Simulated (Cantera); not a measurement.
A perfectly stirred reactor is fed with CH4 : CO2 : H2 = 1 : 1.1 : 0.54 (molar parts), at 0.474 atm; it is held at 1298 K, and followed from long to short residence time.

Model: GRI-Mech 3.0 (53 species, 325 reactions), integrated in Cantera.

Task: What does this change do: temperature 1298 to 1850 K?

Result: 
```json
[
 {"quantity": "x(CH4) at τ = 15.0 s", "before": "0.347", "after": "0.00291"},
 {"quantity": "x(CO2) at τ = 15.0 s", "before": "0.360", "after": "0.00647"},
 {"quantity": "x(H2) at τ = 15.0 s", "before": "0.186", "after": "0.515"},
 {"quantity": "x(C2H2) at τ = 15.0 s", "before": "0.00882", "after": "0.00583"},
 {"quantity": "x(O2) at τ = 15.0 s", "before": "<1e-12", "after": "4.67e-11"},
 {"quantity": "x(CH4) at τ = 0.120 s", "before": "0.379", "after": "0.0260"},
 {"quantity": "x(CO2) at τ = 0.120 s", "before": "0.416", "after": "0.0414"},
 {"quantity": "x(H2) at τ = 0.120 s", "before": "0.204", "after": "0.384"},
 {"quantity": "x(C2H2) at τ = 0.120 s", "before": "2.97e-6", "after": "0.0670"},
 {"quantity": "x(O2) at τ = 0.120 s", "before": "<1e-12", "after": "8.24e-10"}
]
```

Task: What does this change do: H2 0.54 to 0.78 parts?

Result: 
```
quantity                 before    after
----------------------  -------  -------
x(CH4) at τ = 15.0 s      0.347    0.320
x(CO2) at τ = 15.0 s      0.360    0.321
x(H2) at τ = 15.0 s       0.186    0.240
x(C2H2) at τ = 15.0 s   0.00882  0.00720
x(O2) at τ = 15.0 s      <1e-12   <1e-12
x(CH4) at τ = 0.120 s     0.379    0.347
x(CO2) at τ = 0.120 s     0.416    0.381
x(H2) at τ = 0.120 s      0.204    0.270
x(C2H2) at τ = 0.120 s  2.97e-6  2.85e-6
x(O2) at τ = 0.120 s     <1e-12   <1e-12
```
